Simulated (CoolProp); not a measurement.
A simple Rankine cycle with R236FA: condensing at 312.15 K, boiler at 2.58 MPa, turbine inlet 399 K, turbine efficiency 0.6, pump efficiency 0.6, no recuperator. Each further row changes one setting.

Computed with CoolProp (reference Helmholtz-energy equation of state, Pan 2012).

```json
[
 {"case": "as stated", "thermal efficiency (%)": "…", "net work (kJ/kg)": "14.5", "heat in (kJ/kg)": "188", "turbine exit temperature (K)": "351.4", "volume ratio over the turbine": "7.93"},
 {"case": "condensing temperature 304.15 K", "thermal efficiency (%)": "8.6", "net work (kJ/kg)": "17.0", "heat in (kJ/kg)": "198", "turbine exit temperature (K)": "347.4", "volume ratio over the turbine": "10.2"},
 {"case": "boiler pressure 1.81 MPa", "thermal efficiency (%)": "…", "net work (kJ/kg)": "13.7", "heat in (kJ/kg)": "203", "turbine exit temperature (K)": "…", "volume ratio over the turbine": "4.78"},
 {"case": "turbine efficiency 0.5", "thermal efficiency (%)": "6.2", "net work (kJ/kg)": "…", "heat in (kJ/kg)": "188", "turbine exit temperature (K)": "354.4", "volume ratio over the turbine": "…"}
]
```

Problem. Fill in the missing entries.

Solution. 
- as stated, thermal efficiency (%): 7.7
- boiler pressure 1.81 MPa, thermal efficiency (%): 6.7
- boiler pressure 1.81 MPa, turbine exit temperature (K): 367.5
- turbine efficiency 0.5, net work (kJ/kg): 11.6
- turbine efficiency 0.5, volume ratio over the turbine: 8.02
